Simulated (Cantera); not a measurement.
Standard-state values (1 bar) from the NASA 1993 polynomials, evaluated with Cantera. Values are per mole of reaction as written; species without (g) are pure solids or liquids, kept so even where they would boil at 1 bar.

### Question
Between 1725 and 2625 K, where is each reaction favourable under standard conditions?
- Cl₂(g) + Li₂O ⇌ O(g) + 2 LiCl(g)

### Answer
- Cl₂(g) + Li₂O ⇌ O(g) + 2 LiCl(g): ΔG° is -81 kJ at 1725 K and -309 kJ at 2625 K; it stays negative (K > 1). ΔH° is 323 kJ and ΔS° 241 J/K at 2625 K.
